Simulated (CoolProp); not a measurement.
Model: reference Helmholtz-energy equation of state, Lemmon 2006, in CoolProp. It is a short technical equation, of lower accuracy than the large ones.

Q: Give the vapour pressure (kPa), liquid density (kg/m³), vapour Z, surface tension (mN/m) of saturated acetone at 21.35, 45.25 °C.

A: 
```tsv
T (°C)	p (kPa)	liquid density (kg/m³)	vapour Z	surface tension (mN/m)
21.35	26.2	789	0.977	23.2
45.25	69.0	762	0.959	20.2
```

Surface tension comes from a separate correlation (Mulero 2012).
